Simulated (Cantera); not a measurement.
Source: NASA polynomial tables (part measured, part estimated), evaluated in Cantera. Values are per mole of reaction as written; species without (g) are pure solids or liquids, kept so even where they would boil at 1 bar.

2 Ti + O₂(g) → 2 TiO(g), with ΔH° = 108.8 kJ and ΔS° = 200.3 J/K at 300 K.

Q: How far is the shortcut ΔG° ≈ ΔH°(300 K) − T·ΔS°(300 K) from the full temperature-dependent value at 750, 800, 850, 900, 950 K?

A: 
```csv
T (K),shortcut (kJ),full (kJ),difference (kJ),difference in log10 K
750,-41.4,-37.8,-3.6,0.25
800,-51.5,-47.0,-4.4,0.29
850,-61.5,-56.2,-5.2,0.32
900,-71.5,-65.4,-6.1,0.35
950,-81.5,-74.4,-7.0,0.39
```
The shortcut ignores the heat-capacity change of the reaction.
